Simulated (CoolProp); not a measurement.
Vapour-liquid equilibrium of diethyl ether (1) + acetone (2) at 348.3 K; x and y are mole fractions of (1).

Values from CoolProp's multi-fluid Helmholtz-energy mixture model, Thol 2014 and Lemmon 2006; pair parameters Bell 2016.

```csv
x,bubble pressure (kPa),y at the bubble point,dew pressure at overall composition x (kPa),liquid density (mol/L)
0.05,202.1,0.116,193.0,12.24
0.15,231.8,0.300,207.0,11.75
0.25,258.9,0.436,222.9,11.29
0.35,282.5,0.540,241.1,10.85
0.45,302.4,0.621,261.8,10.45
0.55,318.8,0.689,285.0,10.07
0.65,332.1,0.750,309.4,9.717
0.75,342.6,0.810,332.0,9.393
0.85,350.3,0.874,347.8,9.097
0.95,354.3,0.952,354.3,8.828
```

No azeotrope shows between x = 0.05 and 0.95.

The pair parameters rest on a limited set of measurements; away from them the model extrapolates.
